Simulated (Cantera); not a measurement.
A Cantera script and what it prints.

```python
import numpy as np
import cantera as ct

gas_names = """
    CL CL2 H HCL H2 Si SiCL SiCL2 SiCL3 SiCL4 SiH SiHCL3 SiH2 SiH2CL2 SiH3 SiH3CL SiH4 Si2 Si3
""".split()
cond_names = """
    Si(cr) Si(L)
""".split()


def load(file, names, dense=False):
    # The tables refer to 1 bar. Condensed volumes are neglected.
    table = {s.name: s for s in ct.Species.list_from_file(file)}
    out = []
    for n in names:
        d = dict(table[n].input_data)
        d["thermo"] = dict(d["thermo"], **{"reference-pressure": 1e5})
        if dense:
            d["equation-of-state"] = {"model": "constant-volume", "density": "1e6 g/cm^3"}
        out.append(ct.Species.from_dict(d))
    return out


gas = ct.Solution(thermo="ideal-gas", species=load("nasa_gas.yaml", gas_names))
cond = {s.name: ct.Solution(thermo="fixed-stoichiometry", species=[s], name=s.name)
        for s in load("nasa_condensed.yaml", cond_names, dense=True)}
atoms = {
    'SiH4': {'Si': 1, 'H': 4},
    'Cl2': {'CL': 2},
    'H2': {'H': 2},
}
top_T = {}  # K; cautious upper limits of use, not melting points


def equilibrate(T, P, feed):
    n = {}
    for name, mol in feed.items():
        for a, k in atoms[name].items():
            n[a] = n.get(a, 0.0) + k * mol
    gas.TPX = T, P, n
    mass = sum(n.values()) * gas.mean_molecular_weight
    gas.equilibrate("TP")
    valid = [c for c in cond.values() if c.min_temp <= T <= top_T.get(c.name, c.max_temp)]
    mix = ct.Mixture([(gas, mass / gas.mean_molecular_weight)] + [(c, 0.0) for c in valid])
    mix.T, mix.P = T, P
    mix.equilibrate("TP", solver="vcs", rtol=1e-11, max_steps=5000)
    return mix


results = []
feed = {'SiH4': 1, 'Cl2': 0.1, 'H2': 530}  # mol
P = 53000  # Pa
for T in [800, 875, 950, 1025, 1100, 1175, 1250, 1325, 1400, 1475, 1550, 1625, 1700]:
    mix = equilibrate(T, P, feed)
    results.append((T, P, feed, dict(zip(mix.species_names, mix.species_moles))))

top = {s: max(r[3][s] / sum(r[3][g] for g in gas_names) for r in results) for s in gas_names}
cols = sorted((s for s in top if top[s] > 1e-05), key=lambda s: -top[s])[:9]
seen = [c for c in cond_names if any(r[3].get(c, 0) > 1e-12 for r in results)]
print("log10 of partial pressures in bar; condensed amounts in mol")
print(f"{'T/K':>10s}" + "".join(f"{s[:9]:>10s}" for s in cols + seen))
for T, P, feed, n in results:
    ng = sum(n[g] for g in gas_names)
    print(f"{T:10.4g}" + "".join(f"{np.log10(max(n[s] / ng * P / 1e5, 1e-99)):10.3f}" for s in cols)
          + "".join(f"{n.get(c, 0):10.4g}" for c in seen))
```

Output:

```
log10 of partial pressures in bar; condensed amounts in mol
       T/K        H2       HCL         H    SiHCL3   SiH2CL2      SiH2    Si(cr)     Si(L)
       800    -0.276    -4.072   -11.676    -4.611    -4.952   -13.459    0.9586         0
       875    -0.276    -3.814   -10.438    -5.044    -5.205   -12.107    0.9823         0
       950    -0.276    -3.724    -9.393    -5.790    -5.674   -10.968    0.9952         0
      1025    -0.276    -3.707    -8.499    -6.600    -6.190    -9.996    0.9984         0
      1100    -0.276    -3.703    -7.725    -7.332    -6.657    -9.157    0.9991         0
      1175    -0.276    -3.702    -7.050    -7.975    -7.068    -8.424    0.9994         0
      1250    -0.276    -3.702    -6.454    -8.541    -7.430    -7.780    0.9994         0
      1325    -0.276    -3.702    -5.924    -9.042    -7.750    -7.209    0.9994         0
      1400    -0.276    -3.702    -5.451    -9.489    -8.035    -6.700    0.9992         0
      1475    -0.276    -3.702    -5.025    -9.889    -8.291    -6.243    0.9988         0
      1550    -0.276    -3.702    -4.640   -10.250    -8.522    -5.830    0.9978         0
      1625    -0.276    -3.702    -4.289   -10.577    -8.730    -5.456    0.9954         0
      1700    -0.276    -3.702    -3.970   -10.884    -8.930    -5.124         0    0.9903
```

Equilibrium computed with Cantera from the NASA thermochemical tables; the gas is ideal and each condensed phase is pure. Gases not in the tables: Si2H6 and higher silanes.
